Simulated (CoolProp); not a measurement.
o-xylene at several states: fugacity coefficient from the reference equation and from simpler models built on Tc = 630.3 K, pc = 37.37 bar, ω = 0.312; each cubic takes its own stable root.

Computed with CoolProp (reference Helmholtz-energy equation of state, Zhou 2012).

```csv
T (K),p (bar),phase,reference,Redlich-Kwong,Soave-Redlich-Kwong,Peng-Robinson
601.7,51.1,liquid,0.4000,0.4450,0.4256,0.4075
531.6,0.762,gas,0.9865,0.9888,0.9879,0.9870
480.1,51.6,liquid,0.08583,0.1333,0.09041,0.08703
287.2,0.123,liquid,0.03713,0.1717,0.03470,0.03937
429.9,7.16,liquid,0.1877,0.3475,0.1901,0.1893
```
